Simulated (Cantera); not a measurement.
Feed: 1 mol Si₂H₆, 0.044 mol Cl₂, 6.2 mol N₂, held at 1000 K and 0.110 bar.

Equilibrium computed with Cantera from the NASA thermochemical tables; the gas is ideal and each condensed phase is pure. Candidate condensed phases: NH₄Cl, Si, Si₃N₄; 28 gas species. The feed counts by its element totals alone. N₂ is the only nitrogen source here; it is nearly inert below about 1500 K, so the nitride shown seldom forms there in practice. Kinetics and transport are ignored.

Base state: N₂ 0.615, H₂ 0.374, HCl 0.0111, NH₃ 1.15e-5 (mole fractions); condensed: Si₃N₄(s).

What changes in the equilibrium state with this change: Cl₂ from 0.044 to 0.028 mol?


| species | before | after |
|---|---|---|
| N₂ | 0.615 | 0.616 |
| H₂ | 0.374 | 0.376 |
| HCl | 0.0111 | 0.00709 |
| NH₃ | 1.15e-5 | 1.16e-5 |
| Si₃N₄(s), mol | 0.667 | 0.667 |

What changes in the equilibrium state with this change: Cl₂ from 0.044 to 0.013 mol?


```json
[
 {"species": "N₂", "before": "0.615", "after": "0.618"},
 {"species": "H₂", "before": "0.374", "after": "0.379"},
 {"species": "HCl", "before": "0.0111", "after": "0.00330"},
 {"species": "NH₃", "before": "1.15e-5", "after": "1.17e-5"},
 {"species": "Si₃N₄(s), mol", "before": "0.667", "after": "0.667"}
]
```

What changes in the equilibrium state with this change: Si₂H₆ replaced by SiH₄?


| species | before | after |
|---|---|---|
| N₂ | 0.615 | 0.730 |
| H₂ | 0.374 | 0.258 |
| HCl | 0.0111 | 0.0116 |
| NH₃ | 1.15e-5 | 7.18e-6 |
| Si₃N₄(s), mol | 0.667 | 0.333 |
